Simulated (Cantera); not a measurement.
Input (Python, Cantera):

```python
import numpy as np
import cantera as ct

gas = ct.Solution("gri30.yaml")
gas.TPX = 525, 1000000, {'CO': 1, 'H2': 0.15, 'CH4': 0.44, 'O2': 1.12, 'N2': 4.21}
flame = ct.FreeFlame(gas, width=0.008)
flame.set_refine_criteria(ratio=3, slope=0.08, curve=0.16)
flame.transport_model = "mixture-averaged"
flame.solve(loglevel=0, auto=True)
z, T = flame.grid, flame.T
thick = (T[-1] - T[0]) / np.gradient(T, z).max()
show = ['CO', 'H2', 'CH4', 'C2H6', 'H', 'N2O']
print(f"laminar burning velocity  {flame.velocity[0] * 100:.3f} cm/s")
print(f"burnt temperature         {T[-1]:.1f} K")
print(f"thermal thickness         {thick * 1e3:.4f} mm")
print(f"grid points               {len(z)}")
z0 = z[flame.heat_release_rate.argmax()]
print(f"{'z/mm':>9s}{'T/K':>9s}{'u/(m/s)':>9s}" + "".join(f"{s:>11s}" for s in show))
rows = []
for k in (-3, -2, -1.5, -1, -0.5, -0.25, 0, 0.25, 0.5, 1, 2, 4, 8):
    zz = z0 + k * thick
    rows.append([k * thick, np.interp(zz, z, T), np.interp(zz, z, flame.velocity),
                 *(np.interp(zz, z, flame.X[gas.species_index(s)]) for s in show)])
    print(f"{rows[-1][0] * 1e3:9.3f}{rows[-1][1]:9.1f}{rows[-1][2]:9.3f}" + "".join(f"{x:11.3e}" for x in rows[-1][3:]))
```

Output:

```
laminar burning velocity  72.239 cm/s
burnt temperature         2394.5 K
thermal thickness         0.0459 mm
grid points               142
     z/mm      T/K  u/(m/s)         CO         H2        CH4       C2H6          H        N2O
   -0.138    525.5    0.723  1.445e-01  2.165e-02  6.356e-02  1.782e-08  1.282e-14  5.095e-12
   -0.092    528.4    0.727  1.445e-01  2.162e-02  6.344e-02  1.990e-07  6.177e-13  5.330e-11
   -0.069    539.5    0.743  1.444e-01  2.158e-02  6.300e-02  1.353e-06  1.696e-11  3.399e-10
   -0.046    612.5    0.844  1.439e-01  2.150e-02  6.010e-02  1.703e-05  3.967e-09  3.865e-09
   -0.023   1030.3    1.426  1.418e-01  2.143e-02  4.319e-02  2.344e-04  2.104e-05  4.882e-08
   -0.011   1461.5    2.022  1.398e-01  2.138e-02  2.450e-02  3.888e-04  3.130e-04  1.289e-07
    0.000   1877.5    2.585  1.332e-01  2.006e-02  6.475e-03  7.037e-05  1.974e-03  2.477e-07
    0.011   2086.6    2.844  1.173e-01  1.713e-02  5.779e-04  6.479e-07  4.387e-03  3.221e-07
    0.023   2172.2    2.936  1.029e-01  1.600e-02  2.919e-05  1.716e-09  5.181e-03  3.248e-07
    0.046   2254.9    3.023  9.147e-02  1.615e-02  1.096e-07  3.596e-14  4.426e-03  2.683e-07
    0.092   2322.1    3.100  8.720e-02  1.596e-02  2.886e-11  1.983e-20  2.866e-03  1.947e-07
    0.184   2365.1    3.150  8.562e-02  1.556e-02  4.517e-13  3.819e-24  1.641e-03  1.265e-07
    0.368   2386.2    3.174  8.493e-02  1.536e-02  6.675e-13  1.812e-24  9.443e-04  7.800e-08
```

Detailed kinetics in Cantera: GRI-Mech 3.0 (53 species, 325 reactions). Burning velocities carry a grid error of a few per cent, more on coarse grids.
